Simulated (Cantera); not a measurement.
Input: 1 mol Si₂H₆, 0.99 mol CO₂, 7.5 mol NO, equilibrated at 1.00 Torr.

Cantera equilibrium calculation (NASA polynomials, part measured and part estimated; ideal gas, pure solids and liquids). Candidate condensed phases: C, C₆H₆, C₇H₈, C₈H₁₈, H₂O, Si, SiC, SiO₂, Si₂N₂O, Si₃N₄; 151 gas species. The feed counts by its element totals alone. The tables hold silica as quartz up to 1696 K and as liquid above; real silica turns to tridymite and cristobalite and melts near 1996 K. Kinetics and transport are ignored.

Task: Which condensed phases are stable at each of these points (T (K)): 550, 700, 850, 1000, 1150, 1300, 1450, 1600, 1750, 1900?

Result: 
```json
[
 {"T (K)": "550", "condensed phases": "SiO₂(α-quartz)", "Si condensed (%)": "100.0"},
 {"T (K)": "700", "condensed phases": "SiO₂(α-quartz)", "Si condensed (%)": "100.0"},
 {"T (K)": "850", "condensed phases": "SiO₂(β-quartz)", "Si condensed (%)": "100.0"},
 {"T (K)": "1000", "condensed phases": "SiO₂(β-quartz)", "Si condensed (%)": "100.0"},
 {"T (K)": "1150", "condensed phases": "SiO₂(β-quartz)", "Si condensed (%)": "100.0"},
 {"T (K)": "1300", "condensed phases": "SiO₂(β-quartz)", "Si condensed (%)": "100.0"},
 {"T (K)": "1450", "condensed phases": "SiO₂(β-quartz)", "Si condensed (%)": "100.0"},
 {"T (K)": "1600", "condensed phases": "SiO₂(β-quartz)", "Si condensed (%)": "100.0"},
 {"T (K)": "1750", "condensed phases": "SiO₂(condensed)", "Si condensed (%)": "100.0"},
 {"T (K)": "1900", "condensed phases": "SiO₂(condensed)", "Si condensed (%)": "99.9"}
]
```

From 550 K to 700 K the condensed part is SiO₂(α-quartz). From 850 K to 1600 K the condensed part is SiO₂(β-quartz). From 1750 K to 1900 K the condensed part is SiO₂(condensed).
